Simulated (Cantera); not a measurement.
A Cantera script and its output.

```python
import numpy as np
import cantera as ct

gas = ct.Solution("h2o2.yaml")
gas.TPX = 1350, 1333, {'H2': 0.17, 'O2': 1}
reactor = ct.IdealGasConstPressureReactor(gas, energy="off", clone=False)
net = ct.ReactorNet([reactor])
net.rtol, net.atol = 1e-08, 1e-18
show = ['H2', 'O2', 'OH', 'H2O2', 'O']
times = np.geomspace(0.0006, 10, 10)

steps = ct.SolutionArray(gas, extra=["t"])
rows = []
print(f"{'t/s':>10s}{'T/K':>9s}{'P/Pa':>11s}" + "".join(f"{s:>11s}" for s in show))
for t in times:
    while net.time < t:
        t_next = net.step()
        steps.append(gas.state, t=t_next)
    rows.append([np.interp(t, steps.t, y) for y in (steps.T, steps.P, *steps(*show).X.T)])
    print(f"{t:10.3e}{rows[-1][0]:9.1f}{rows[-1][1]:11.4g}" + "".join(f"{x:11.3e}" for x in rows[-1][2:]))
rate = np.gradient(steps.T, steps.t)
print("integrator steps:", len(steps.t))
if steps.T.max() > steps.T[0] + 200:
    print(f"time of steepest temperature rise: {steps.t[rate.argmax()]:.4e} s")
gas.TPX = 1350, 1333, {'H2': 0.17, 'O2': 1}
gas.equilibrate("TP")
print(f"equilibrium (TP): T = {gas.T:.1f} K  " + "  ".join(f"{s} {gas[s].X[0]:.3e}" for s in show))
```

Result:

```
       t/s      T/K       P/Pa         H2         O2         OH       H2O2          O
 6.000e-04   1350.0       1333  1.300e-01  8.448e-01  3.782e-03  3.258e-08  5.280e-03
 1.767e-03   1350.0       1333  5.575e-03  7.567e-01  1.228e-02  1.742e-07  7.358e-02
 5.204e-03   1350.0       1333  5.013e-03  7.679e-01  1.173e-02  1.801e-07  6.424e-02
 1.533e-02   1350.0       1333  3.585e-03  7.929e-01  1.007e-02  1.866e-07  4.322e-02
 4.514e-02   1350.0       1333  1.369e-03  8.248e-01  6.333e-03  1.575e-07  1.552e-02
 1.329e-01   1350.0       1333  2.307e-04  8.397e-01  2.621e-03  7.839e-08  2.557e-03
 3.915e-01   1350.0       1333  3.136e-05  8.425e-01  9.697e-04  2.765e-08  3.466e-04
 1.153e+00   1350.0       1333  5.375e-06  8.431e-01  4.025e-04  9.172e-09  5.954e-05
 3.396e+00   1350.0       1333  1.218e-06  8.432e-01  1.920e-04  3.217e-09  1.353e-05
 1.000e+01   1350.0       1333  4.108e-07  8.433e-01  1.116e-04  1.551e-09  4.571e-06
integrator steps: 1838
equilibrium (TP): T = 1350.0 K  H2 3.035e-07  O2 8.433e-01  OH 9.591e-05  H2O2 1.317e-09  O 3.378e-06
```

Model: the H2/O2 subset of GRI-Mech 3.0, which has no nitrogen chemistry, integrated in Cantera. Radical loss at walls, strong at low pressure, is not modelled. The temperature is held fixed by assumption; the heat of reaction is taken as removed at once.
